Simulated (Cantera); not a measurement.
A Cantera script and its output.

```python
import numpy as np
import cantera as ct

gas = ct.Solution("gri30.yaml")
gas.TPX = 1425, 68000, {'H2': 1, 'O2': 0.725, 'N2': 2.72, 'NO': 0.0087}
reactor = ct.IdealGasReactor(gas, energy="on", clone=False)
net = ct.ReactorNet([reactor])
net.rtol, net.atol = 1e-08, 1e-16
show = ['H2', 'O2', 'NO', 'H', 'H2O2', 'HO2']
times = np.geomspace(1e-06, 0.3, 16)

steps = ct.SolutionArray(gas, extra=["t"])
rows = []
print(f"{'t/s':>10s}{'T/K':>9s}{'P/Pa':>11s}" + "".join(f"{s:>11s}" for s in show))
for t in times:
    while net.time < t:
        t_next = net.step()
        steps.append(gas.state, t=t_next)
    rows.append([np.interp(t, steps.t, y) for y in (steps.T, steps.P, *steps(*show).X.T)])
    print(f"{t:10.3e}{rows[-1][0]:9.1f}{rows[-1][1]:11.4g}" + "".join(f"{x:11.3e}" for x in rows[-1][2:]))
rate = np.gradient(steps.T, steps.t)
print("integrator steps:", len(steps.t))
if steps.T.max() > steps.T[0] + 200:
    print(f"time of steepest temperature rise: {steps.t[rate.argmax()]:.4e} s")
gas.TPX = 1425, 68000, {'H2': 1, 'O2': 0.725, 'N2': 2.72, 'NO': 0.0087}
gas.equilibrate("UV")
print(f"equilibrium (UV): T = {gas.T:.1f} K  " + "  ".join(f"{s} {gas[s].X[0]:.3e}" for s in show))
```

It prints:

```
       t/s      T/K       P/Pa         H2         O2         NO          H       H2O2        HO2
 1.000e-06   1425.0    6.8e+04  2.245e-01  1.628e-01  1.953e-03  6.626e-08  1.485e-10  6.082e-08
 2.318e-06   1425.0    6.8e+04  2.245e-01  1.628e-01  1.953e-03  2.294e-07  7.738e-10  1.406e-07
 5.374e-06   1425.0    6.8e+04  2.245e-01  1.628e-01  1.953e-03  1.771e-06  3.995e-09  3.486e-07
 1.246e-05   1425.1  6.801e+04  2.243e-01  1.627e-01  1.953e-03  1.199e-04  4.276e-08  4.043e-06
 2.888e-05   1741.6  8.186e+04  3.526e-02  6.656e-02  1.989e-03  7.884e-02  1.331e-06  2.475e-05
 6.694e-05   2419.9  1.088e+05  3.008e-02  5.623e-02  2.170e-03  3.075e-02  2.970e-07  1.063e-05
 1.552e-04   2790.7  1.224e+05  2.007e-02  5.255e-02  3.047e-03  1.222e-02  5.824e-07  1.462e-05
 3.597e-04   2817.5  1.233e+05  1.905e-02  5.126e-02  5.653e-03  1.093e-02  6.614e-07  1.553e-05
 8.339e-04   2812.8   1.23e+05  1.910e-02  4.941e-02  1.014e-02  1.076e-02  6.453e-07  1.497e-05
 1.933e-03   2808.1  1.228e+05  1.916e-02  4.755e-02  1.465e-02  1.060e-02  6.290e-07  1.442e-05
 4.481e-03   2806.6  1.227e+05  1.918e-02  4.696e-02  1.607e-02  1.055e-02  6.239e-07  1.424e-05
 1.039e-02   2806.5  1.227e+05  1.918e-02  4.694e-02  1.612e-02  1.055e-02  6.237e-07  1.424e-05
 2.408e-02   2806.5  1.227e+05  1.918e-02  4.694e-02  1.612e-02  1.055e-02  6.237e-07  1.424e-05
 5.583e-02   2806.5  1.227e+05  1.918e-02  4.694e-02  1.612e-02  1.055e-02  6.237e-07  1.424e-05
 1.294e-01   2806.5  1.227e+05  1.918e-02  4.694e-02  1.612e-02  1.055e-02  6.237e-07  1.424e-05
 3.000e-01   2806.5  1.227e+05  1.918e-02  4.694e-02  1.612e-02  1.055e-02  6.237e-07  1.424e-05
integrator steps: 1204
time of steepest temperature rise: 2.5026e-05 s
equilibrium (UV): T = 2806.5 K  H2 1.918e-02  O2 4.694e-02  NO 1.612e-02  H 1.055e-02  H2O2 6.237e-07  HO2 1.424e-05
```

Cantera simulation using GRI-Mech 3.0 (53 species, 325 reactions); the numbers are that mechanism's predictions, not measurements.
